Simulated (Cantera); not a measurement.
An isothermal, constant-pressure homogeneous reactor starts with NO : N2 = 1 : 0.15 (molar parts), at 2150 K and 97.5 Torr. Integrator tolerance rtol = 1e-08.

Cantera simulation using GRI-Mech 3.0 (53 species, 325 reactions); the numbers are that mechanism's predictions, not measurements.

Task: What does this change do: temperature 2150 to 1873 K?

Result: 
| quantity | before | after |
|---|---|---|
| x(NO) at 10.0 s | 0.0135 (gas-phase equilibrium 0.0135) | 0.295 (gas-phase equilibrium 0.00641) |
| x(NO2) at 10.0 s | 9.46e-6 (gas-phase equilibrium 9.46e-6) | 0.000268 (gas-phase equilibrium 7.16e-6) |
| x(O2) at 10.0 s | 0.425 (gas-phase equilibrium 0.425) | 0.287 (gas-phase equilibrium 0.431) |
| x(O) at 10.0 s | 0.00356 (gas-phase equilibrium 0.00356) | 0.000359 (gas-phase equilibrium 0.000433) |
| x(N2) at 10.0 s | 0.557 (gas-phase equilibrium 0.557) | 0.417 (gas-phase equilibrium 0.562) |
| x(N2O) at 10.0 s | 2.28e-7 (gas-phase equilibrium 2.28e-7) | 2.90e-5 (gas-phase equilibrium 1.11e-7) |
